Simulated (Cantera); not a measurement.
Charge: 1 mol PbO, 0.15 mol CO, a varied amount of H2, held at 1623 K and 280000 Pa.

Equilibrium computed with Cantera from the NASA thermochemical tables; the gas is ideal and each condensed phase is pure. Candidate condensed phases: C, C6H6, C7H8, C8H18, H2O, Pb, PbO, PbO2, Pb3O4; 113 gas species. Rates play no part.

Problem. Which condensed phases are stable at each of these points (n(H2) (mol)): 1.7, 2.3, 3.2, 4.4, 6.1, 8.4, 12, 16, 22, 30, 42?

Solution. 
```json
[
 {"n(H2) (mol)": "1.7", "condensed phases": "Pb(l)", "Pb condensed (%)": "95.0"},
 {"n(H2) (mol)": "2.3", "condensed phases": "Pb(l)", "Pb condensed (%)": "93.4"},
 {"n(H2) (mol)": "3.2", "condensed phases": "Pb(l)", "Pb condensed (%)": "91.0"},
 {"n(H2) (mol)": "4.4", "condensed phases": "Pb(l)", "Pb condensed (%)": "87.7"},
 {"n(H2) (mol)": "6.1", "condensed phases": "Pb(l)", "Pb condensed (%)": "83.2"},
 {"n(H2) (mol)": "8.4", "condensed phases": "Pb(l)", "Pb condensed (%)": "77.0"},
 {"n(H2) (mol)": "12", "condensed phases": "Pb(l)", "Pb condensed (%)": "67.2"},
 {"n(H2) (mol)": "16", "condensed phases": "Pb(l)", "Pb condensed (%)": "56.5"},
 {"n(H2) (mol)": "22", "condensed phases": "Pb(l)", "Pb condensed (%)": "40.3"},
 {"n(H2) (mol)": "30", "condensed phases": "Pb(l)", "Pb condensed (%)": "18.7"},
 {"n(H2) (mol)": "42", "condensed phases": "gas only", "Pb condensed (%)": "0.0"}
]
```

From 1.7 mol H2 to 30 mol H2 the condensed part is Pb(l). At 42 mol H2 nothing is condensed.
